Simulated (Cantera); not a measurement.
Input: 1 mol Cu, 2.7 mol F2, 5.1 mol H2, at 8600 Pa.

Cantera equilibrium calculation (NASA polynomials, part measured and part estimated; ideal gas, pure solids and liquids). Candidate condensed phases: Cu, CuF2; 15 gas species. The numbers say what is thermodynamically allowed, not how fast it happens.

x: gas mole fraction; n: condensed amount in mol.

```json
[
 {"T (K)": "548", "x HF": "0.692", "x H2": "0.308", "x Cu": "<1e-12", "x CuF": "<1e-12", "x H": "<1e-12", "x H2F2": "3.06e-5", "n Cu(s)": "1.00", "n Cu(l)": "0"},
 {"T (K)": "623", "x HF": "0.692", "x H2": "0.308", "x Cu": "<1e-12", "x CuF": "<1e-12", "x H": "<1e-12", "x H2F2": "1.40e-5", "n Cu(s)": "1.00", "n Cu(l)": "0"},
 {"T (K)": "698", "x HF": "0.692", "x H2": "0.308", "x Cu": "<1e-12", "x CuF": "<1e-12", "x H": "<1e-12", "x H2F2": "7.54e-6", "n Cu(s)": "1.00", "n Cu(l)": "0"},
 {"T (K)": "773", "x HF": "0.692", "x H2": "0.308", "x Cu": "<1e-12", "x CuF": "<1e-12", "x H": "1.72e-12", "x H2F2": "4.59e-6", "n Cu(s)": "1.00", "n Cu(l)": "0"},
 {"T (K)": "848", "x HF": "0.692", "x H2": "0.308", "x Cu": "<1e-12", "x CuF": "…", "x H": "…", "x H2F2": "…", "n Cu(s)": "1.00", "n Cu(l)": "0"},
 {"T (K)": "923", "x HF": "0.692", "x H2": "0.308", "x Cu": "6.37e-12", "x CuF": "1.70e-10", "x H": "4.63e-10", "x H2F2": "2.17e-6", "n Cu(s)": "1.00", "n Cu(l)": "0"},
 {"T (K)": "998", "x HF": "0.692", "x H2": "0.308", "x Cu": "1.67e-10", "x CuF": "2.10e-9", "x H": "4.07e-9", "x H2F2": "1.63e-6", "n Cu(s)": "1.00", "n Cu(l)": "0"},
 {"T (K)": "1073", "x HF": "0.692", "x H2": "0.308", "x Cu": "…", "x CuF": "…", "x H": "…", "x H2F2": "…", "n Cu(s)": "1.00", "n Cu(l)": "0"},
 {"T (K)": "1148", "x HF": "0.692", "x H2": "0.308", "x Cu": "3.16e-8", "x CuF": "1.18e-7", "x H": "1.36e-7", "x H2F2": "1.04e-6", "n Cu(s)": "1.000", "n Cu(l)": "0"},
 {"T (K)": "1223", "x HF": "0.692", "x H2": "0.308", "x Cu": "2.67e-7", "x CuF": "6.07e-7", "x H": "5.69e-7", "x H2F2": "8.68e-7", "n Cu(s)": "1.000", "n Cu(l)": "0"},
 {"T (K)": "1298", "x HF": "0.692", "x H2": "0.308", "x Cu": "1.75e-6", "x CuF": "2.57e-6", "x H": "2.03e-6", "x H2F2": "7.41e-7", "n Cu(s)": "1.000", "n Cu(l)": "0"},
 {"T (K)": "1373", "x HF": "0.692", "x H2": "0.308", "x Cu": "9.19e-6", "x CuF": "9.18e-6", "x H": "6.30e-6", "x H2F2": "6.45e-7", "n Cu(s)": "0", "n Cu(l)": "1.000"},
 {"T (K)": "1448", "x HF": "0.692", "x H2": "0.308", "x Cu": "3.86e-5", "x CuF": "2.72e-5", "x H": "1.74e-5", "x H2F2": "5.71e-7", "n Cu(s)": "0", "n Cu(l)": "0.999"},
 {"T (K)": "1523", "x HF": "0.692", "x H2": "0.308", "x Cu": "0.000140", "x CuF": "7.23e-5", "x H": "4.37e-5", "x H2F2": "5.12e-7", "n Cu(s)": "0", "n Cu(l)": "0.998"}
]
```

What belongs in the gaps?


- 848, x CuF: 8.78e-12
- 848, x H: 3.60e-11
- 848, x H2F2: 3.05e-6
- 1073, x Cu: 2.77e-9
- 1073, x CuF: 1.81e-8
- 1073, x H: 2.65e-8
- 1073, x H2F2: 1.28e-6
